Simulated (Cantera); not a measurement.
## Stirred combustor or abatement burner

A perfectly stirred reactor is fed with 39.8 % H2, 11.7 % O2, 44.2 % N2, 4.38 % H2O, equivalence ratio 1.7, at 0.878 atm; it is adiabatic with a 625 K inlet, and is followed from long to short residence time, starting on the burning branch (τ in s: 0.046, 0.022, 0.011, 0.0053, 0.0026, 0.0013, 0.00062, 0.0003, 0.00015, 7.2e-05, 3.5e-05).

Computed with Cantera and the H2/O2 subset of GRI-Mech 3.0, which has no nitrogen chemistry.

| τ (s) | T (K) | x H2 | x O2 | x H2O | x H | x O | x HO2 |
|---|---|---|---|---|---|---|---|
| 0.046 | 2291 | 0.182 | 6.19e-5 | 0.311 | 0.00720 | 5.29e-5 | 3.88e-8 |
| 0.022 | 2275 | 0.181 | 0.000101 | 0.310 | 0.00916 | 8.47e-5 | 6.66e-8 |
| 0.011 | 2254 | 0.180 | 0.000165 | 0.308 | 0.0119 | 0.000142 | 1.15e-7 |
| 0.0053 | 2221 | 0.178 | 0.000282 | 0.306 | 0.0161 | 0.000253 | 2.03e-7 |
| 0.0026 | 2177 | 0.176 | 0.000479 | 0.303 | 0.0218 | 0.000443 | 3.45e-7 |
| 0.0013 | 2120 | 0.173 | 0.000796 | 0.300 | 0.0290 | 0.000747 | 5.61e-7 |
| 0.00062 | 2041 | 0.169 | 0.00134 | 0.295 | 0.0388 | 0.00124 | 9.28e-7 |
| 0.00030 | 1946 | 0.164 | 0.00219 | 0.289 | 0.0506 | 0.00191 | 1.52e-6 |
| 0.00015 | 1839 | 0.160 | 0.00344 | 0.283 | 0.0635 | 0.00269 | 2.49e-6 |
| 7.2e-5 | 1712 | 0.156 | 0.00562 | 0.275 | 0.0778 | 0.00354 | 4.42e-6 |
| 3.5e-5 | 1576 | 0.157 | 0.00982 | 0.264 | 0.0894 | 0.00429 | 8.69e-6 |
x: mole fraction; the columns are a selection and need not sum to one.
